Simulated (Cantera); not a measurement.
Charge: 1 mol TEOS, 0.31 mol CO₂, held at 1.50 mbar.

These are equilibrium values from Cantera (NASA tables, ideal gas, pure condensed phases), not measurements of a reactor. Candidate condensed phases: C, C₆H₆, C₇H₈, C₈H₁₈, H₂O, Si, SiC, SiO₂; 123 gas species. The feed counts by its element totals alone. The numbers say what is thermodynamically allowed, not how fast it happens.

Over these rows the condensed part is C(graphite) + SiO₂(β-quartz). Partial pressures as log10 of bar:

```
T (K)  1000/T (1/K)  log p CO₂  log p H₂  log p CO
-----  ------------  ---------  --------  --------
873          1.1455      -5.97     -2.93     -3.51
898          1.1136      -6.25     -2.93     -3.51
923          1.0834      -6.52     -2.93     -3.51
948          1.0549      -6.77     -2.93     -3.51
973          1.0277      -7.01     -2.93     -3.51
998          1.0020          ?     -2.93     -3.51
```

Q: Fit log p(CO₂) = a + b·(1000/T) to the five rows, give the apparent enthalpy, and predict the row at 998 K.

A: Means: 1000/T = 1.0850, log p = -6.504. Sxy = 0.076597, Sxx = 0.0086701, so b = 8.83 and a = -6.504 − (8.83)×1.0850 = -16.08.
Apparent enthalpy: −19.145 × (8.83) = -169 kJ/mol. With the condensed phases at unit activity, 2 CO(g) = CO₂(g) + C(graphite) links this pressure to the main gases: over the six rows their terms move log p by +0.00 in all, so the slope is close to that reaction's ΔH°. The five rows lie within 0.01 of the line.
Prediction at 998 K: -16.08 + (8.83)×1.0020 = -7.23. The computed value is -7.24, 0.01 from the line.
